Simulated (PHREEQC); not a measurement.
## Hard or scaling water: an equilibrium model

A solution holds 0.00075 mol CaSO4 and 0.00011 mol CO2 per kg of water, at 25 °C. Closed to the air; pH follows from the charge balance.

Computed with PHREEQC (ion-association model, phreeqc.dat).

Precipitation was switched off in this run.

Task: What pH, ionic strength, specific conductance does the model give?

Result: pH 5.18; ionic strength 0.00279 mol/kgw; specific conductance 182 µS/cm.

Task: In which forms is Ca present?

Result: Ca+2 93 %, CaSO4 7.3 % of the Ca.
